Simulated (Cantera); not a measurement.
A closed system holds: 1 mol Si3N4, 0.73 mol CO2, 2.1 mol N2, held at 875 °C and 75.0 Torr.

These are equilibrium values from Cantera (NASA tables, ideal gas, pure condensed phases), not measurements of a reactor. Candidate condensed phases: C, Si, SiC, SiO2, Si2N2O, Si3N4; 34 gas species. Mutual solubility and eutectic melting of coexisting phases are not modelled. Kinetics and transport are ignored.

Base state: N2 1.00 (mole fractions); condensed: C(graphite) + Si2N2O(s) + Si3N4(s).

What changes in the equilibrium state with this change: temperature from 875 °C to 1327 °C?


```tsv
species	before	after
N2	1.00	0.992
CO	1.29e-7	0.00833
SiO	<1e-9	2.42e-5
C(graphite), mol	0.730	0.583
Si2N2O(s), mol	1.46	1.44
Si3N4(s), mol	0.0267	0
SiC(s), mol	0	0.125
```
